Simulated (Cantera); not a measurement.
## Dilute partial oxidation

An isothermal, constant-pressure homogeneous reactor starts with 0.497 % CH₃OH, 0.144 % O₂, 99.4 % N₂, at 1298 K and 510 Torr.

Cantera simulation using GRI-Mech 3.0 (53 species, 325 reactions); the numbers are that mechanism's predictions, not measurements. GRI-Mech 3.0 was tuned for natural gas; its chemistry of methanol as a main component is partial and can be far from experiment.

```tsv
t (s)	x CH₃OH	x O₂	x C₂H₂	x H₂O	x CH₄	x C₂H
2.00e-5	0.00497	0.00144	<1e-12	3.44e-8	2.30e-10	<1e-12
7.96e-5	0.00497	0.00144	<1e-12	1.69e-7	3.56e-9	<1e-12
0.000317	0.00496	0.00144	3.97e-12	7.35e-7	5.10e-8	<1e-12
0.00126	0.00494	0.00144	1.69e-11	3.60e-6	5.16e-7	<1e-12
0.00502	0.00464	0.00139	8.51e-11	6.10e-5	1.93e-6	<1e-12
0.0200	5.30e-11	7.29e-7	1.74e-8	0.00260	5.21e-7	<1e-12
0.0796	<1e-12	2.23e-9	1.06e-8	0.00228	4.88e-9	<1e-12
0.317	<1e-12	1.16e-10	8.26e-9	0.00220	3.96e-9	<1e-12
1.26	<1e-12	6.88e-12	7.46e-9	0.00218	4.46e-9	<1e-12
5.02	<1e-12	<1e-12	7.14e-9	0.00218	4.78e-9	<1e-12
20.0	<1e-12	<1e-12	6.95e-9	0.00217	4.97e-9	<1e-12
```
x: mole fraction; the columns are a selection and need not sum to one.

Equilibrium at this temperature and pressure: CH₃OH <1e-12, O₂ <1e-12, C₂H₂ <1e-12, H₂O 0.00217, CH₄ 2.95e-11, C₂H <1e-12 (gas phase only).
